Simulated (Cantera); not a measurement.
# Diamond growth

A diamond (100) surface in a fixed gas of H2 with x(CH4) = 0.0087, x(H) = 0.00036, at 1350 K, 0.0266 atm; coverages are run to steady state.

Computed with Cantera and the Harris–Goodwin 1993 mechanism for the reconstructed diamond (100) surface.

```
x(CH3)   growth (µm/h)  θ c6HH  θ c6H*  θ c6*H  θ c6**    θ c6HM
-------  -------------  ------  ------  ------  ------  --------
1e-06         0.000449   0.501  0.0445   0.439  0.0155   2.74e-7
2.5e-06        0.00112   0.501  0.0445   0.439  0.0155   6.86e-7
6e-06          0.00269   0.501  0.0445   0.439  0.0155   1.65e-6
1.5e-05        0.00672   0.501  0.0445   0.439  0.0155   4.11e-6
3.6e-05         0.0161   0.501  0.0445   0.438  0.0155   9.87e-6
8.9e-05         0.0397   0.501  0.0445   0.438  0.0154   2.44e-5
0.00022         0.0972   0.501  0.0444   0.438  0.0153   6.02e-5
0.00053          0.229   0.501  0.0444   0.438  0.0150  0.000145
0.0013           0.536   0.499  0.0442   0.436  0.0142  0.000353
```
θ: site fractions in the mechanism's names (c6HH fully hydrogenated, c6H* and c6*H radical sites, c6** diradical, c6HM methylated).
